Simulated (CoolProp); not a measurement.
Saturation properties of hexamethyldisiloxane (MM).

Model: reference Helmholtz-energy equation of state, Thol 2016, in CoolProp.

| T (K) | p (MPa) | liquid density (kg/m³) | vapour density (kg/m³) | enthalpy of vaporisation (kJ/kg) | liquid cp (kJ/(kg K)) |
|---|---|---|---|---|---|
| 377.1 | 0.1118 | ___ | ___ | 190.9 | 2.126 |
| 379.6 | 0.1200 | 667.6 | ___ | 189.5 | 2.134 |
| 382.1 | 0.1286 | 664.5 | 7.107 | 188.2 | 2.142 |
| 384.6 | 0.1377 | 661.4 | 7.590 | 186.8 | 2.150 |
| 387 | ___ | 658.4 | 8.078 | 185.5 | 2.158 |
| 389.5 | 0.1569 | ___ | 8.612 | ___ | 2.166 |
| 392 | 0.1675 | 652.0 | 9.175 | 182.7 | 2.174 |
| 394.5 | 0.1786 | 648.8 | 9.767 | 181.3 | ___ |
| 397 | 0.1903 | 645.5 | 10.39 | 179.8 | 2.191 |
| 399.5 | 0.2025 | 642.3 | 11.04 | 178.4 | 2.200 |
| 402 | 0.2154 | 638.9 | ___ | 176.9 | 2.208 |
| 404.4 | 0.2283 | 635.7 | 12.42 | 175.4 | 2.216 |

Complete the blanks.


- 377.1, liquid density (kg/m³): 670.7
- 377.1, vapour density (kg/m³): 6.215
- 379.6, vapour density (kg/m³): 6.649
- 387, p (MPa): 0.1469
- 389.5, liquid density (kg/m³): 655.2
- 389.5, enthalpy of vaporisation (kJ/kg): 184.1
- 394.5, liquid cp (kJ/(kg K)): 2.183
- 402, vapour density (kg/m³): 11.73

It boils at 373.7 K under 1 atm.
